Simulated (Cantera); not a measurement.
Cantera run, input and output.

```python
import numpy as np
import cantera as ct

gas = ct.Solution("h2o2.yaml")
gas.TPX = 700, 400000, {'H2': 1, 'O2': 0.278, 'N2': 0.722}
flame = ct.FreeFlame(gas, width=0.015)
flame.set_refine_criteria(ratio=3, slope=0.08, curve=0.16)
flame.transport_model = "mixture-averaged"
flame.solve(loglevel=0, auto=True)
z, T = flame.grid, flame.T
thick = (T[-1] - T[0]) / np.gradient(T, z).max()
show = ['H2', 'O2', 'H2O', 'H2O2', 'H', 'HO2']
print(f"laminar burning velocity  {flame.velocity[0] * 100:.3f} cm/s")
print(f"burnt temperature         {T[-1]:.1f} K")
print(f"thermal thickness         {thick * 1e3:.4f} mm")
print(f"grid points               {len(z)}")
z0 = z[flame.heat_release_rate.argmax()]
print(f"{'z/mm':>9s}{'T/K':>9s}{'u/(m/s)':>9s}" + "".join(f"{s:>11s}" for s in show))
rows = []
for k in (-3, -2, -1.5, -1, -0.5, -0.25, 0, 0.25, 0.5, 1, 2, 4, 8):
    zz = z0 + k * thick
    rows.append([k * thick, np.interp(zz, z, T), np.interp(zz, z, flame.velocity),
                 *(np.interp(zz, z, flame.X[gas.species_index(s)]) for s in show)])
    print(f"{rows[-1][0] * 1e3:9.3f}{rows[-1][1]:9.1f}{rows[-1][2]:9.3f}" + "".join(f"{x:11.3e}" for x in rows[-1][3:]))
```

Output:

```
laminar burning velocity  1616.673 cm/s
burnt temperature         2664.3 K
thermal thickness         0.0763 mm
grid points               134
     z/mm      T/K  u/(m/s)         H2         O2        H2O       H2O2          H        HO2
   -0.229    700.0   16.167  5.000e-01  1.390e-01  1.842e-12  1.162e-13  5.872e-15  1.427e-11
   -0.153    700.0   16.167  5.000e-01  1.390e-01  8.605e-11  2.612e-13  1.128e-12  3.663e-10
   -0.114    700.0   16.167  5.000e-01  1.390e-01  3.746e-09  8.669e-12  4.201e-10  1.989e-08
   -0.076    700.1   16.168  5.000e-01  1.390e-01  2.963e-07  1.043e-09  1.343e-07  1.425e-06
   -0.038    726.6   16.678  4.956e-01  1.391e-01  1.017e-03  4.466e-06  3.524e-04  5.018e-04
   -0.019    975.2   21.755  4.584e-01  1.327e-01  2.345e-02  2.458e-05  9.454e-03  5.347e-04
    0.000   1446.2   31.191  3.477e-01  8.916e-02  1.180e-01  8.446e-06  5.101e-02  2.519e-04
    0.019   1780.8   37.953  2.471e-01  3.045e-02  2.285e-01  2.720e-06  8.817e-02  8.363e-05
    0.038   1938.0   40.988  2.166e-01  9.410e-03  2.696e-01  1.606e-06  9.394e-02  2.498e-05
    0.076   2091.3   43.783  2.145e-01  2.617e-03  2.856e-01  8.989e-07  8.268e-02  7.036e-06
    0.153   2245.3   46.468  2.234e-01  1.435e-03  2.929e-01  5.260e-07  6.449e-02  3.862e-06
    0.305   2388.2   48.868  2.322e-01  8.346e-04  3.002e-01  3.285e-07  4.698e-02  2.236e-06
    0.611   2507.1   50.801  2.394e-01  4.231e-04  3.072e-01  2.064e-07  3.226e-02  1.122e-06
```

Computed with Cantera and the H2/O2 subset of GRI-Mech 3.0, which has no nitrogen chemistry. The hydrogen kinetics of GRI-Mech 3.0 are dated; newer H2 mechanisms differ, most at raised pressure. Burning velocities carry a grid error of a few per cent, more on coarse grids.
